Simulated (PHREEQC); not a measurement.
Make-up at 25 °C: 92 mmol/kgw NH4HS. Closed to the air; pH follows from the charge balance.

Model: ion-association model, phreeqc.dat, run in PHREEQC.

Each row changes one thing in this solution. Precipitation was switched off in this run.

| case | pH | ionic strength (mol/kgw) | NH4+ (mol/kgw) | NH3 (mol/kgw) |
|---|---|---|---|---|
| as made | 8.10 | 0.0874 | 0.0874 | 0.00462 |
| 0.0059 mol/kgw TMAH added | 8.38 | … | 0.0836 | 0.00837 |
| NH4HS from 0.092 to 0.138 mol/kgw | 8.10 | 0.131 | 0.131 | 0.00657 |
| diluted 2-fold with water | 8.10 | 0.0435 | 0.0435 | 0.00248 |
| NH4HS replaced by (NH4)2HPO4 at the same molality | 7.96 | … | 0.178 | 0.00566 |
| NH4HS replaced by (NH4)2SiF6 at the same molality | 3.08 | 0.276 | 0.184 | 7.60e-8 |
| NH4HS replaced by NH4Cl at the same molality | 5.25 | 0.0920 | 0.0920 | 6.82e-6 |

Complete the blanks.


- 0.0059 mol/kgw TMAH added, ionic strength (mol/kgw): 0.0895
- NH4HS replaced by (NH4)2HPO4 at the same molality, ionic strength (mol/kgw): 0.265

Some of these states are supersaturated (in Quartz (slow to form), Chalcedony (slow to form), for instance). (CH3)4N+ isn't in the database: it is added as a free cation with an ion size of 4 Å.
